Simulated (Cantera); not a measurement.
Feed: 1 mol V, 8.2 mol N2O, held at 0.133 bar.

Equilibrium computed with Cantera from the NASA thermochemical tables; the gas is ideal and each condensed phase is pure. Candidate condensed phases: V, VN, VO, V2O3, V2O4, V2O5; 13 gas species. Condensed phases not in the tables: the oxides between V2O3 and V2O5 other than VO2. Gases not in the tables: V4O10. The numbers say what is thermodynamically allowed, not how fast it happens.

log p: log10 of the partial pressure in bar; n: condensed amount in mol.

```json
[
 {"T (°C)": "477", "log p N2": "-1.00", "log p O2": "-1.46", "log p NO": "-6.94", "log p O": "<-12", "log p VO2": "<-12", "n V2O5(s)": "0.500", "n V2O5(l)": "0", "n V2O4(s)": "0"},
 {"T (°C)": "577", "log p N2": "-1.00", "log p O2": "-1.46", "log p NO": "-6.19", "log p O": "-12.86", "log p VO2": "<-12", "n V2O5(s)": "0.500", "n V2O5(l)": "0", "n V2O4(s)": "0"},
 {"T (°C)": "677", "log p N2": "-1.00", "log p O2": "-1.46", "log p NO": "-5.60", "log p O": "-11.23", "log p VO2": "<-12", "n V2O5(s)": "0", "n V2O5(l)": "0.500", "n V2O4(s)": "0"},
 {"T (°C)": "777", "log p N2": "-1.00", "log p O2": "-1.46", "log p NO": "-5.12", "log p O": "-9.91", "log p VO2": "<-12", "n V2O5(s)": "0", "n V2O5(l)": "0.500", "n V2O4(s)": "0"},
 {"T (°C)": "877", "log p N2": "-1.00", "log p O2": "-1.46", "log p NO": "-4.73", "log p O": "-8.81", "log p VO2": "[?]", "n V2O5(s)": "0", "n V2O5(l)": "0.500", "n V2O4(s)": "0"},
 {"T (°C)": "977", "log p N2": "-1.00", "log p O2": "-1.46", "log p NO": "-4.39", "log p O": "-7.89", "log p VO2": "[?]", "n V2O5(s)": "0", "n V2O5(l)": "0.500", "n V2O4(s)": "0"},
 {"T (°C)": "1077", "log p N2": "-1.00", "log p O2": "-1.46", "log p NO": "-4.11", "log p O": "-7.11", "log p VO2": "[?]", "n V2O5(s)": "0", "n V2O5(l)": "0.500", "n V2O4(s)": "0"},
 {"T (°C)": "1177", "log p N2": "-1.00", "log p O2": "-1.46", "log p NO": "-3.87", "log p O": "-6.43", "log p VO2": "[?]", "n V2O5(s)": "0", "n V2O5(l)": "0.500", "n V2O4(s)": "0"},
 {"T (°C)": "1277", "log p N2": "-1.01", "log p O2": "-1.44", "log p NO": "-3.65", "log p O": "-5.83", "log p VO2": "[?]", "n V2O5(s)": "0", "n V2O5(l)": "0", "n V2O4(s)": "0.500"},
 {"T (°C)": "1377", "log p N2": "-1.02", "log p O2": "-1.44", "log p NO": "-3.46", "log p O": "-5.31", "log p VO2": "[?]", "n V2O5(s)": "0", "n V2O5(l)": "0", "n V2O4(s)": "0.500"}
]
```

Problem. Fill in the missing entries.

Solution. 
- 877, log p VO2: -12.17
- 977, log p VO2: -10.39
- 1077, log p VO2: -8.89
- 1177, log p VO2: -7.61
- 1277, log p VO2: -6.52
- 1377, log p VO2: -5.61
